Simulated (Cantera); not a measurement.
Input: 1 mol SiH₄, 0.066 mol HCl, 26 mol H₂, at 1.00 Torr.

These are equilibrium values from Cantera (NASA tables, ideal gas, pure condensed phases), not measurements of a reactor. Candidate condensed phases: Si; 19 gas species. Gases not in the tables: Si₂H₆ and higher silanes. Rates play no part.

Which condensed phases are stable at each of these points (T (K)): 1500, 1575, 1650, 1725, 1800, 1875, 1950, 2025, 2100, 2175, 2250, 2325, 2400, 2475?


```tsv
T (K)	condensed phases	Si condensed (%)
1500	Si(s)	99.9
1575	Si(s)	99.8
1650	Si(s)	99.3
1725	Si(l)	97.6
1800	Si(l)	92.7
1875	Si(l)	79.3
1950	Si(l)	45.0
2025	gas only	0.0
2100	gas only	0.0
2175	gas only	0.0
2250	gas only	0.0
2325	gas only	0.0
2400	gas only	0.0
2475	gas only	0.0
```

From 1500 K to 1650 K the condensed part is Si(s). From 1725 K to 1950 K the condensed part is Si(l). From 2025 K to 2475 K nothing is condensed.
